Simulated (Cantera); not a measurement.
Mixture: CH₃OH : O₂ : N₂ = 1 : 1.07 : 4.03 (molar parts), at 23.0 bar, adiabatic and at constant volume. Ignition delay is the time to a rise of 400 K.

Model: GRI-Mech 3.0 (53 species, 325 reactions), integrated in Cantera. GRI-Mech 3.0 was tuned for natural gas; its chemistry of methanol as a main component is partial and can be far from experiment. The pressure lies above the range GRI-Mech 3.0 was tuned for (to about 10 atm).

What does this change do: constant pressure in place of constant volume?


```tsv
quantity	before	after
delay at 1175 K	1.17 ms	1.20 ms
delay at 1225 K	0.500 ms	0.512 ms
delay at 1275 K	0.229 ms	0.236 ms
delay at 1325 K	0.111 ms	0.116 ms
delay at 1375 K	57.5 µs	60.2 µs
delay at 1425 K	31.3 µs	33.1 µs
delay at 1475 K	17.9 µs	19.2 µs
apparent activation energy between 1375 and 1475 K	200 kJ/mol	190 kJ/mol
```
